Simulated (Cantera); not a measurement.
Feed: 1 mol SiC, 0.17 mol H2O, 9.6 mol H2, equilibrated at 1 atm.

Method: chemical equilibrium by Gibbs-energy minimisation in Cantera with the NASA 1993 tables (ideal gas, pure condensed phases). Candidate condensed phases: C, C6H6, C7H8, C8H18, H2O, Si, SiC, SiO2; 123 gas species. Gases not in the tables: Si2H6 and higher silanes. The numbers say what is thermodynamically allowed, not how fast it happens. All values below are at 1750 °C.

Base state: H2 0.981, CO 0.00857, SiO 0.00850, H 0.00187, SiH2 7.11e-5, CH4 3.88e-5, Si 3.37e-5, SiH 2.16e-5 (mole fractions); condensed: SiC(s).

**Question.** What changes in the equilibrium state with this change: SiC replaced by Si3N4?

**Answer.** 
| species | before | after |
|---|---|---|
| H2 | 0.981 | 0.824 |
| N2 | 0 | 0.164 |
| SiO | 0.00850 | 0.00972 |
| CO | 0.00857 | 0 |
| CH4 | 3.88e-5 | 0 |
| Si | 3.37e-5 | 5.62e-5 |
| SiH | 2.16e-5 | 3.30e-5 |
| SiH2 | 7.11e-5 | 9.96e-5 |
| SiC(s), mol | 0.914 | 0 |
| Si(l), mol | 0 | 2.77 |
| Si2N2O(s), mol | 0 | 0.0549 |
Mutual solubility and eutectic melting of coexisting phases are not modelled. Further candidate phases: Si2N2O, Si3N4.
